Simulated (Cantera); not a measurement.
Cantera run:

```python
import numpy as np
import cantera as ct

gas_names = """
    F FO FO2 F2 F2O N NF NF2 NF3 NO NO2 NO3 N2 N2O O O2 O3 Si SiF SiF2 SiF3 SiF4 SiN SiO SiO2 Si2 Si2N
    Si3
""".split()
cond_names = """
    Si(cr) Si(L) SiO2(Lqz) SiO2(hqz) SiO2(L) Si2N2O(s) Si3N4(a)
""".split()


def load(file, names, dense=False):
    # The tables refer to 1 bar. Condensed volumes are neglected.
    table = {s.name: s for s in ct.Species.list_from_file(file)}
    out = []
    for n in names:
        d = dict(table[n].input_data)
        d["thermo"] = dict(d["thermo"], **{"reference-pressure": 1e5})
        if dense:
            d["equation-of-state"] = {"model": "constant-volume", "density": "1e6 g/cm^3"}
        out.append(ct.Species.from_dict(d))
    return out


gas = ct.Solution(thermo="ideal-gas", species=load("nasa_gas.yaml", gas_names))
cond = {s.name: ct.Solution(thermo="fixed-stoichiometry", species=[s], name=s.name)
        for s in load("nasa_condensed.yaml", cond_names, dense=True)}
atoms = {
    'SiF4': {'Si': 1, 'F': 4},
    'O2': {'O': 2},
    'N2': {'N': 2},
}
top_T = {'Si2N2O(s)': 2100, 'Si3N4(a)': 2400}  # K; cautious upper limits of use, not melting points


def equilibrate(T, P, feed):
    n = {}
    for name, mol in feed.items():
        for a, k in atoms[name].items():
            n[a] = n.get(a, 0.0) + k * mol
    gas.TPX = T, P, n
    mass = sum(n.values()) * gas.mean_molecular_weight
    gas.equilibrate("TP")
    valid = [c for c in cond.values() if c.min_temp <= T <= top_T.get(c.name, c.max_temp)]
    mix = ct.Mixture([(gas, mass / gas.mean_molecular_weight)] + [(c, 0.0) for c in valid])
    mix.T, mix.P = T, P
    mix.equilibrate("TP", solver="vcs", rtol=1e-11, max_steps=5000)
    return mix


results = []
feed = {'SiF4': 1, 'O2': 2.6, 'N2': 14}  # mol
T = 1475  # K
P = 31  # Pa
mix = equilibrate(T, P, feed)
results.append((T, P, feed, dict(zip(mix.species_names, mix.species_moles))))
print(gas.report(threshold=0.001))
for i in range(1, mix.n_phases):
    print(f"{mix.phase(i).name:16s} {mix.phase_moles(i):12.5e} mol")
```

Output:

```
       temperature   1475 K
          pressure   31 Pa
           density   8.3222e-05 kg/m^3
  mean mol. weight   32.923 kg/kmol
   phase of matter   gas

                          1 kg             1 kmol
                     ---------------   ---------------
          enthalpy       -1.5017e+06       -4.9442e+07  J
   internal energy       -1.8742e+06       -6.1705e+07  J
           entropy            9931.8        3.2699e+05  J/K
    Gibbs function       -1.6151e+07       -5.3175e+08  J
 heat capacity c_p              1183             38949  J/K
 heat capacity c_v            930.48             30634  J/K

                      mass frac. Y      mole frac. X     chem. pot. / RT
                     ---------------   ---------------   ---------------
                N2           0.67643           0.79497           -34.269
                O2            0.1431           0.14723           -37.723
              SiF4            0.1796          0.056813            -185.3
     [  +25 minor]         0.0008675        0.00098149

Si(cr)            0.00000e+00 mol
SiO2(hqz)         3.14350e-05 mol
Si2N2O(s)         0.00000e+00 mol
Si3N4(a)          0.00000e+00 mol
```

Equilibrium computed with Cantera from the NASA thermochemical tables; the gas is ideal and each condensed phase is pure.
